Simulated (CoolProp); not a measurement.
Properties of n-undecane along the isobar 0.101 MPa (Tc = 638.8 K, pc = 1.990 MPa, ω = 0.539).

The numbers come from the reference Helmholtz-energy equation of state, Aleksandrov 2011 in CoolProp. It is a short technical equation, of lower accuracy than the large ones.

| T (K) | phase | cp (kJ/(kg K)) | expansivity (1/kK) |
|---|---|---|---|
| 270.4 | liquid | 2.132 | 1.022 |
| 290.1 | liquid | 2.189 | 1.030 |
| 309.8 | liquid | 2.253 | 1.046 |
| 329.5 | liquid | 2.322 | 1.068 |
| 349.2 | liquid | 2.396 | 1.098 |
| 369 | liquid | 2.472 | 1.137 |
| 388.7 | liquid | 2.550 | 1.184 |
| 408.4 | liquid | 2.630 | 1.243 |
